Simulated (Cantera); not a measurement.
What does this Cantera script print?

```python
import numpy as np
import cantera as ct

gas = ct.Solution("gri30.yaml")
gas.TPX = 1875, 1000000, {'CH4': 1, 'CO2': 0.54, 'H2': 0.42}
reactor = ct.IdealGasConstPressureReactor(gas, energy="off", clone=False)
net = ct.ReactorNet([reactor])
net.rtol, net.atol = 1e-08, 1e-18
show = ['CH4', 'CO2', 'H2', 'HO2', 'CH2O', 'CO']
times = np.geomspace(0.0009, 1, 14)

steps = ct.SolutionArray(gas, extra=["t"])
rows = []
print(f"{'t/s':>10s}{'T/K':>9s}{'P/Pa':>11s}" + "".join(f"{s:>11s}" for s in show))
for t in times:
    while net.time < t:
        t_next = net.step()
        steps.append(gas.state, t=t_next)
    rows.append([np.interp(t, steps.t, y) for y in (steps.T, steps.P, *steps(*show).X.T)])
    print(f"{t:10.3e}{rows[-1][0]:9.1f}{rows[-1][1]:11.4g}" + "".join(f"{x:11.3e}" for x in rows[-1][2:]))
rate = np.gradient(steps.T, steps.t)
print("integrator steps:", len(steps.t))
if steps.T.max() > steps.T[0] + 200:
    print(f"time of steepest temperature rise: {steps.t[rate.argmax()]:.4e} s")
gas.TPX = 1875, 1000000, {'CH4': 1, 'CO2': 0.54, 'H2': 0.42}
gas.equilibrate("TP")
print(f"equilibrium (TP): T = {gas.T:.1f} K  " + "  ".join(f"{s} {gas[s].X[0]:.3e}" for s in show))
```

Result:

```
       t/s      T/K       P/Pa        CH4        CO2         H2        HO2       CH2O         CO
 9.000e-04   1875.0      1e+06  1.126e-01  7.720e-02  4.271e-01  7.893e-13  4.584e-06  1.317e-01
 1.544e-03   1875.0      1e+06  7.575e-02  3.911e-02  4.322e-01  5.715e-13  3.308e-06  1.668e-01
 2.647e-03   1875.0      1e+06  5.485e-02  2.028e-02  4.439e-01  4.057e-13  2.439e-06  1.887e-01
 4.541e-03   1875.0      1e+06  4.648e-02  1.536e-02  4.615e-01  3.032e-13  1.925e-06  2.030e-01
 7.788e-03   1875.0      1e+06  4.407e-02  1.342e-02  4.811e-01  2.108e-13  1.588e-06  2.193e-01
 1.336e-02   1875.0      1e+06  4.265e-02  1.114e-02  5.036e-01  1.266e-13  1.306e-06  2.393e-01
 2.291e-02   1875.0      1e+06  4.089e-02  8.412e-03  5.279e-01  6.325e-14  1.081e-06  2.611e-01
 3.929e-02   1875.0      1e+06  3.882e-02  5.595e-03  5.511e-01  2.498e-14  9.283e-07  2.820e-01
 6.738e-02   1875.0      1e+06  3.675e-02  3.120e-03  5.707e-01  7.133e-15  8.424e-07  2.994e-01
 1.156e-01   1875.0      1e+06  3.507e-02  1.331e-03  5.844e-01  1.229e-15  8.024e-07  3.115e-01
 1.982e-01   1875.0      1e+06  3.409e-02  3.623e-04  5.917e-01  8.862e-17  7.876e-07  3.178e-01
 3.400e-01   1875.0      1e+06  3.376e-02  4.576e-05  5.941e-01  1.410e-18  7.838e-07  3.199e-01
 5.831e-01   1875.0      1e+06  3.371e-02  4.217e-06  5.945e-01  1.281e-20  7.833e-07  3.202e-01
 1.000e+00   1875.0      1e+06  3.371e-02  3.062e-06  5.945e-01  6.947e-21  7.833e-07  3.202e-01
integrator steps: 1568
equilibrium (TP): T = 1875.0 K  CH4 3.371e-02  CO2 3.105e-06  H2 5.945e-01  HO2 7.141e-21  CH2O 7.833e-07  CO 3.202e-01
```

Computed with Cantera and GRI-Mech 3.0 (53 species, 325 reactions). GRI-Mech 3.0 stops at C3 and has no aromatics, soot or wall deposition, so with more carbon than oxygen in the feed, carbon stays in small species such as C2H2 where larger ones or solid carbon would form.
